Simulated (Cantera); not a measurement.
A perfectly stirred reactor is fed with CH₄ : C₂H₆ : C₃H₈ : O₂ : N₂ = 1 : 0.053 : 0.27 : 6.55 : 24.6 (molar parts), equivalence ratio 0.54, at 2.90 bar; it is adiabatic with a 675 K inlet, and is followed from long to short residence time, starting on the burning branch (τ in s: 0.13, 0.035, 0.0095, 0.0026, 0.00071, 0.00019, 5.3e-05, 1.5e-05, 4e-06).

Computed with Cantera and GRI-Mech 3.0 (53 species, 325 reactions). GRI-Mech 3.0 was tuned for natural gas; its chemistry of propane as a main component is partial and can be far from experiment.

**Question.** Predict: blow-out, bracketed by the residence times tried; x(CH₄) at τ = 0.130 s; x(C₂H₆) at τ = 0.130 s; x(C₃H₈) at τ = 0.130 s; x(C₂H₄) at τ = 0.130 s; x(CO₂) at τ = 0.130 s; x(CH₄) at τ = 0.710 ms; x(C₂H₆) at τ = 0.710 ms; x(C₃H₈) at τ = 0.710 ms; x(C₂H₄) at τ = 0.710 ms; x(CO₂) at τ = 0.710 ms.

**Answer.** 
* **blow-out, bracketed by the residence times tried**: burning at 0.190 ms, out at 53.0 µs
* **x(CH₄) at τ = 0.130 s**: 2.28e-6
* **x(C₂H₆) at τ = 0.130 s**: 2.31e-8
* **x(C₃H₈) at τ = 0.130 s**: 1.07e-7
* **x(C₂H₄) at τ = 0.130 s**: 6.00e-7
* **x(CO₂) at τ = 0.130 s**: 0.0583
* **x(CH₄) at τ = 0.710 ms**: 8.25e-5
* **x(C₂H₆) at τ = 0.710 ms**: 1.13e-6
* **x(C₃H₈) at τ = 0.710 ms**: 5.68e-6
* **x(C₂H₄) at τ = 0.710 ms**: 1.75e-5
* **x(CO₂) at τ = 0.710 ms**: 0.0540
